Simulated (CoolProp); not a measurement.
A single-stage vapour-compression cycle with R21: evaporating at 258.15 K (dew point), condensing at 305.15 K (bubble point), superheat 2 K, subcooling 0 K, compressor efficiency 0.9, no pressure losses. Each further row changes one setting.

The numbers come from the reference Helmholtz-energy equation of state, Platzer 1990 in CoolProp. This equation is an older, rougher fit; its heat capacities, sound speeds and derivatives of the liquid may be far off and weren't checked against measurements.

```tsv
case	cooling COP	pressure ratio	discharge temperature (K)	refrigerating effect (kJ/kg)	volumetric capacity (kJ/m³)
as stated	___	6.33	344.8	204	360
evaporating temperature 263.15 K	4.95	___	339.4	207	452
condensing temperature 300.15 K	___	5.37	336.7	210	369
subcooling 5 K	4.38	6.33	344.8	210	369
superheat 12 K	4.22	6.33	356.1	210	355
compressor efficiency 0.8	3.79	6.33	353.7	204	360
```

Q: Some entries are withheld; supply them.

A: 
- as stated, cooling COP: 4.27
- evaporating temperature 263.15 K, pressure ratio: 5.02
- condensing temperature 300.15 K, cooling COP: 4.86
